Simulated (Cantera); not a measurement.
A closed system holds: 1 mol TiO2, 0.55 mol HCl, 2.2 mol N2, 1.6 mol H2O, held at 1325 K and 13300 Pa.

Equilibrium computed with Cantera from the NASA thermochemical tables; the gas is ideal and each condensed phase is pure. Candidate condensed phases: H2O, NH4Cl, Ti, TiCl2, TiCl3, TiCl4, TiN, TiO, TiO2, Ti2O3, Ti3O5, Ti4O7; 38 gas species. Gases not in the tables: TiO(OH)2. The numbers say what is thermodynamically allowed, not how fast it happens.

Problem. What is the equilibrium state?

Solution. 
```
Property                                Result
-----------------------------------  ---------
x(N2)                                    0.506
x(H2O)                                   0.368
x(HCl)                                   0.126
x(Cl)                                  6.56e-5
x(H2)                                  5.23e-5
x(O2)                                  6.67e-6
x(OH)                                  3.32e-6
x(Cl2)                                 2.41e-6
x(NO)                                  2.10e-6
n(TiO2(rutile))                       1.00 mol
gas amount                           4.350 mol
log10 activity of Ti4O7(s) (absent)      -6.27
log10 activity of Ti3O5(s) (absent)      -6.44
log10 activity of Ti2O3(s) (absent)      -6.91
```
